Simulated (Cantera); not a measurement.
# Equilibrium for chlorosilane synthesis and conversion: Si + HCl + H2

Input: 1 mol Si, 1.1 mol HCl, 7.7 mol H2, equilibrated at 1198.15 K and 2.30 bar.

These are equilibrium values from Cantera (NASA tables, ideal gas, pure condensed phases), not measurements of a reactor. Candidate condensed phases: Si; 19 gas species. The tables' values for SiCl3 are old estimates; treat these amounts as uncertain. The numbers say what is thermodynamically allowed, not how fast it happens.

| Property | Value |
|---|---|
| x(H2) | 0.945 |
| x(HCl) | 0.0232 |
| x(SiHCl3) | 0.0142 |
| x(SiCl4) | 0.0130 |
| x(SiH2Cl2) | 0.00204 |
| x(SiCl3) | 0.00140 |
| x(SiCl2) | 0.00134 |
| x(SiH3Cl) | 8.03e-5 |
| x(SiH4) | 1.33e-6 |
| n(Si(s)) | 0.726 mol |
| gas amount | 8.543 mol |
